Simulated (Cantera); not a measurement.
Charge: 1 mol Ta2O5, 3.1 mol H2, 3.9 mol H2O, equilibrated at 1225 °C and 10.0 mbar.

Cantera equilibrium calculation (NASA polynomials, part measured and part estimated; ideal gas, pure solids and liquids). Candidate condensed phases: H2O, Ta, Ta2O5; 12 gas species. The numbers say what is thermodynamically allowed, not how fast it happens.

Base state: H2O 0.557, H2 0.443, H 0.000115 (mole fractions); condensed: Ta2O5(s).

### Question
What changes in the equilibrium state with this change: temperature from 1225 °C to 1775 °C?

### Answer
```json
[
 {"species": "H2O", "before": "0.557", "after": "0.550"},
 {"species": "H2", "before": "0.443", "after": "0.433"},
 {"species": "H", "before": "0.000115", "after": "0.0147"},
 {"species": "TaO2", "before": "<1e-9", "after": "1.00e-5"},
 {"species": "O", "before": "<1e-9", "after": "5.02e-5"},
 {"species": "O2", "before": "<1e-9", "after": "2.74e-5"},
 {"species": "OH", "before": "4.09e-6", "after": "0.00204"},
 {"species": "Ta2O5(s), mol", "before": "1.00", "after": "1.000"}
]
```
